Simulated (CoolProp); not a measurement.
The fluid at 485.91 K and 13 MPa is throttled through a valve to 0.832 MPa with no heat exchange. The same conditions are run with several fluids, on thermodynamics alone (safety and materials aside).

The numbers come from the reference Helmholtz-energy equation of state of each fluid (ethanol: Schroeder 2014; methanol: de Reuck 1993; n-decane: Lemmon 2006; dodecamethylcyclohexasiloxane (D6): Colonna 2008; decamethylcyclopentasiloxane (D5): Thol 2019) in CoolProp.

```
fluid                               temperature change (K)                       final phase  final density (kg/m³)
----------------------------------  ----------------------  --------------------------------  ---------------------
ethanol                                              -69.2                                 …                   31.9
methanol                                                 …  two-phase, vapour fraction 0.360                   25.5
n-decane                                                 …                            liquid                    566
dodecamethylcyclohexasiloxane (D6)                    +2.8                            liquid                    752
decamethylcyclopentasiloxane (D5)                        …                            liquid                      …
```

**Question.** Complete the blanks.

**Answer.** 
- ethanol, final phase: two-phase, vapour fraction 0.386
- methanol, temperature change (K): -83.2
- n-decane, temperature change (K): +1.9
- decamethylcyclopentasiloxane (D5), temperature change (K): +2.7
- decamethylcyclopentasiloxane (D5), final density (kg/m³): 742
